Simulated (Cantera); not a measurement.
Cantera run:

```python
import numpy as np
import cantera as ct

gas_names = """
    CL CL2 H HCL H2 Si SiCL SiCL2 SiCL3 SiCL4 SiH SiHCL3 SiH2 SiH2CL2 SiH3 SiH3CL SiH4 Si2 Si3
""".split()
cond_names = """
    Si(cr) Si(L)
""".split()


# ... load() reads the species with a 1 bar reference pressure and builds the phases ...
atoms = {
    'SiH2Cl2': {'Si': 1, 'H': 2, 'CL': 2},
    'H2': {'H': 2},
}
top_T = {}  # K; cautious upper limits of use, not melting points


# ... equilibrate(T, P, feed) seeds the gas with the atoms and calls Mixture.equilibrate('TP', solver="vcs", rtol=1e-11, max_steps=5000) ...
results = []
feed = {'SiH2Cl2': 1, 'H2': 49}  # mol
P = 13332.2  # Pa
for T in [925, 1125, 1325, 1525, 1725, 1925, 2125, 2325, 2525]:
    mix = equilibrate(T, P, feed)
    results.append((T, P, feed, dict(zip(mix.species_names, mix.species_moles))))

top = {s: max(r[3][s] / sum(r[3][g] for g in gas_names) for r in results) for s in gas_names}
cols = sorted((s for s in top if top[s] > 0.001), key=lambda s: -top[s])[:6]
seen = [c for c in cond_names if any(r[3].get(c, 0) > 1e-12 for r in results)]
print("log10 of partial pressures in bar; condensed amounts in mol")
print(f"{'T/K':>10s}" + "".join(f"{s[:9]:>10s}" for s in cols + seen))
for T, P, feed, n in results:
    ng = sum(n[g] for g in gas_names)
    print(f"{T:10.4g}" + "".join(f"{np.log10(max(n[s] / ng * P / 1e5, 1e-99)):10.3f}" for s in cols)
          + "".join(f"{n.get(c, 0):10.4g}" for c in seen))
```

Result:

```
log10 of partial pressures in bar; condensed amounts in mol
       T/K        H2         H       HCL        Si     SiCL4    SiHCL3    Si(cr)     Si(L)
       925    -0.882   -10.025    -3.192   -17.649    -3.139    -3.268    0.5004         0
      1125    -0.887    -7.796    -2.574   -13.154    -3.487    -3.559    0.6944         0
      1325    -0.890    -6.232    -2.380   -10.025    -4.661    -4.462     0.819         0
      1525    -0.891    -5.071    -2.371    -7.724    -6.059    -5.526    0.8169         0
      1725    -0.891    -4.177    -2.372    -5.993    -7.192    -6.395         0    0.8111
      1925    -0.892    -3.466    -2.356    -4.759    -8.148    -7.160         0    0.8316
      2125    -0.896    -2.888    -2.350    -3.760    -8.942    -7.796         0    0.7678
      2325    -0.909    -2.413    -2.360    -2.936    -9.640    -8.357         0    0.2931
      2525    -0.933    -2.019    -2.355    -2.695   -10.592    -9.222         0         0
```

Equilibrium computed with Cantera from the NASA thermochemical tables; the gas is ideal and each condensed phase is pure. The tables' values for SiCl, SiCl3 are old estimates; treat these amounts as uncertain. Gases not in the tables: Si2H6 and higher silanes.
